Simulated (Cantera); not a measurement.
Feed: 1 mol Zr, 0.56 mol NH3, 2.1 mol N2, at 2773.15 K and 1.00 Torr.

Cantera equilibrium calculation (NASA polynomials, part measured and part estimated; ideal gas, pure solids and liquids). ZrN: taken at fixed stoichiometry. Kinetics and transport are ignored.

```
species       before    after
-----------  -------  -------
N2             0.546    0.862
H              0.404    0.126
Zr            0.0106  0.00844
H2            0.0394  0.00383
N            5.79e-5  7.28e-5
ZrN(s), mol    0.963    0.894
```
Gas species are given as mole fractions.

Task: Which change was made?
(A) pressure from 1.00 Torr to 15.8 Torr
(B) pressure from 1.00 Torr to 120 Torr
(C) N2 from 2.1 to 11 mol
(D) temperature from 2773.15 K to 2600 K

Result: C, N2 from 2.1 to 11 mol
